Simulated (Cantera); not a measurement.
A closed system holds: 1 mol Al₂O₃, 0.017 mol Cl₂, at 1.00 bar.

Equilibrium computed with Cantera from the NASA thermochemical tables; the gas is ideal and each condensed phase is pure. Candidate condensed phases: Al, AlCl₃, Al₂O₃; 17 gas species. Condensed phases not in the tables: AlOCl. Rates play no part.

x: gas mole fraction; n: condensed amount in mol.

| T (°C) | x Cl₂ | x Cl | x AlCl₃ | x O₂ | x ClO | x Al₂Cl₆ | x O | n Al₂O₃(s) |
|---|---|---|---|---|---|---|---|---|
| 700 | 1.000 | 0.000257 | 2.91e-5 | [?] | 8.02e-8 | 1.24e-10 | <1e-12 | 1.00 |
| 750 | 0.999 | 0.000544 | 6.86e-5 | [?] | 2.28e-7 | 3.43e-10 | 2.23e-12 | 1.000 |
| 800 | 0.999 | 0.00107 | 0.000149 | [?] | 5.86e-7 | 8.65e-10 | 1.31e-11 | 1.000 |
| 850 | 0.997 | 0.00200 | 0.000301 | [?] | 1.38e-6 | 2.01e-9 | 6.60e-11 | 1.000 |
| 900 | 0.995 | 0.00353 | 0.000573 | [?] | 3.04e-6 | 4.35e-9 | 2.89e-10 | 1.000 |
| 950 | 0.992 | 0.00596 | 0.00103 | [?] | 6.23e-6 | 8.81e-9 | 1.12e-9 | 1.000 |
| 1000 | 0.987 | 0.00964 | 0.00177 | [?] | 1.21e-5 | 1.68e-8 | 3.91e-9 | 1.000 |
| 1050 | 0.980 | 0.0150 | 0.00290 | [?] | 2.21e-5 | 3.05e-8 | 1.24e-8 | 1.000 |

Q: Some entries are withheld; supply them.

A: 
- 700, x O₂: 2.18e-5
- 750, x O₂: 5.13e-5
- 800, x O₂: 0.000111
- 850, x O₂: 0.000225
- 900, x O₂: 0.000428
- 950, x O₂: 0.000770
- 1000, x O₂: 0.00132
- 1050, x O₂: 0.00216
